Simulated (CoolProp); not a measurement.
Properties of methane at several states (Tc = 190.6 K, pc = 45.99 bar, ω = 0.011).

Values from CoolProp's reference Helmholtz-energy equation of state, Setzmann 1991.

```json
[
 {"T (K)": "419.1", "p (bar)": "0.14", "phase": "gas", "Joule-Thomson coefficient (K/MPa)": "…", "isothermal compressibility (1/MPa)": "71.43", "expansivity (1/kK)": "2.387", "Prandtl number": "…", "fugacity coefficient": "1.0000"},
 {"T (K)": "305", "p (bar)": "26.2", "phase": "gas", "Joule-Thomson coefficient (K/MPa)": "4.012", "isothermal compressibility (1/MPa)": "…", "expansivity (1/kK)": "…", "Prandtl number": "…", "fugacity coefficient": "0.9596"},
 {"T (K)": "99.2", "p (bar)": "6.48", "phase": "liquid", "Joule-Thomson coefficient (K/MPa)": "-0.4620", "isothermal compressibility (1/MPa)": "0.001698", "expansivity (1/kK)": "3.107", "Prandtl number": "…", "fugacity coefficient": "…"}
]
```

Problem. Complete the blanks.

Solution. 
- 419.1, Joule-Thomson coefficient (K/MPa): 1.992
- 419.1, Prandtl number: 0.721
- 305, isothermal compressibility (1/MPa): 0.3974
- 305, expansivity (1/kK): 3.824
- 305, Prandtl number: 0.768
- 99.2, Prandtl number: 2.71
- 99.2, fugacity coefficient: 0.04934

Viscosity comes from a separate model (Quiñones-Cisneros 2006). Thermal conductivity comes from a separate model (Friend 1989).
